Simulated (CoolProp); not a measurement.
Saturation properties of methanol.

Values from CoolProp's reference Helmholtz-energy equation of state, de Reuck 1993.

```csv
T (°C),p (bar),vapour density (kg/m³),liquid cp (kJ/(kg K))
56.05,0.7202,0.8830,2.756
75.65,1.548,1.827,2.925
95.25,3.040,3.490,3.118
114.85,5.535,6.259,3.339
134.45,9.461,10.70,3.596
154.05,15.34,17.71,3.910
173.65,23.77,28.59,4.324
193.25,35.41,44.81,4.951
```

It boils at 64.5 °C under 1 atm.
